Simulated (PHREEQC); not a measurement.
Consider water at 25 °C with 0.35 mol/kgw SrCl2 and 0.00019 mol/kgw CO2. Closed to the air; pH follows from the charge balance.

The numbers come from PHREEQC with the Pitzer model, pitzer.dat.

Question: The ionic strength comes out as 1.05 mol/kgw. What activity coefficients do HCO3-, H+, Sr+2, Cl- get?

Answer: HCO3- 0.40, H+ 0.81, Sr+2 0.24, Cl- 0.60. Single-ion values are on the MacInnes scale.

No solid was allowed to form. In brines, pH and single-ion activities rest on the MacInnes convention.
